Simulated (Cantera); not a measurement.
## Stirred combustor or abatement burner

A perfectly stirred reactor is fed with 5.45 % CH4, 19.8 % O2, 74.7 % N2, equivalence ratio 0.55, at 1.00 bar; it is adiabatic with a 725 K inlet, and is followed from long to short residence time, starting on the burning branch (τ in s: 0.13, 0.045, 0.016, 0.0055, 0.002, 0.00069, 0.00024, 8.6e-05, 3e-05, 1.1e-05).

Cantera simulation using GRI-Mech 3.0 (53 species, 325 reactions); the numbers are that mechanism's predictions, not measurements.

```
τ (s)    T (K)     x CH4    x O2      x CO   x H2O     x NO   x CO2      x H2
-------  -----  --------  ------  --------  ------  -------  ------  --------
0.13      1908   5.31e-6  0.0891  0.000301   0.108  7.13e-5  0.0542  0.000106
0.045     1903   1.12e-5  0.0891  0.000555   0.108  4.50e-5  0.0539  0.000182
0.016     1893   2.19e-5  0.0891   0.00106   0.107  3.16e-5  0.0533  0.000335
0.0055    1875   4.35e-5  0.0893   0.00206   0.106  2.19e-5  0.0522  0.000632
0.0020    1846   8.51e-5  0.0897   0.00379   0.105  1.53e-5  0.0503   0.00111
0.00069   1796  0.000186  0.0911   0.00702   0.103  1.06e-5  0.0468   0.00189
0.00024   1720  0.000478  0.0945    0.0129  0.0997  6.60e-6  0.0403   0.00293
8.6e-5    1580   0.00235   0.107    0.0259  0.0938  1.73e-6  0.0247   0.00488
3.0e-5     725    0.0545   0.198    <1e-12  <1e-12   <1e-12  <1e-12    <1e-12
1.1e-5     725    0.0545   0.198    <1e-12  <1e-12   <1e-12  <1e-12    <1e-12
```
x: mole fraction; the columns are a selection and need not sum to one.
